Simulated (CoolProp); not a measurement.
n-perfluorohexane along the isotherm 450 K: density (kg/m³) from the reference equation and from simpler models built on Tc = 448.0 K, pc = 1.742 MPa, ω = 0.497; each cubic takes its own stable root.

Values from CoolProp's reference Helmholtz-energy equation of state, Gao 2022.

| p (MPa) | phase | reference |
|---|---|---|
| 0.484 | gas | 48.77 |
| 0.968 | gas | 113.4 |
| 1.45 | gas | 218.3 |
| 1.94 | supercritical | 871.1 |
| 2.42 | supercritical | 1003 |
| 2.9 | supercritical | 1058 |
| 3.39 | supercritical | 1096 |
| 3.87 | supercritical | 1124 |
| 4.35 | supercritical | 1147 |

Problem. How far does each simpler model (van der Waals, Redlich-Kwong, Soave-Redlich-Kwong) lie from the reference over these 9 states: mean and median of the absolute difference, and the worst?

Solution. 
- van der Waals: mean 24.2 %, median 33.2 %, worst -34.7 % at 450 K and 2.42 MPa
- Redlich-Kwong: mean 14.0 %, median 17.8 %, worst -23.9 % at 450 K and 1.94 MPa
- Soave-Redlich-Kwong: mean 14.4 %, median 18.1 %, worst -25.6 % at 450 K and 1.94 MPa
